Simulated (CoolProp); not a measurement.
Vapour-liquid equilibrium of carbon dioxide (1) + C2F6 (R116) (2) at 247.4 K; x and y are mole fractions of (1).

Values from CoolProp's multi-fluid Helmholtz-energy mixture model, Span 1996 and Lemmon 2006; pair parameters Bell 2016.

```tsv
x	bubble pressure (MPa)	y at the bubble point	dew pressure at overall composition x (MPa)	liquid density (mol/L)
0.05	0.9808	0.127	0.9143	9.939
0.2	1.292	0.395	1.052	?
0.35	1.540	0.549	1.229	11.98
0.5	?	0.646	1.456	13.44
0.65	1.785	0.717	1.707	15.45
0.8	?	0.790	1.805	18.29
0.95	1.726	0.918	1.694	22.33
```

### Question
What belongs in the gaps?

### Answer

- 0.2, liquid density (mol/L): 10.85
- 0.5, bubble pressure (MPa): 1.700
- 0.8, bubble pressure (MPa): 1.807

y crosses x between x = 0.65 and 0.8: the model has an azeotrope there.

Pair parameters are fitted to limited data, so mixtures are less certain than the pure fluids.
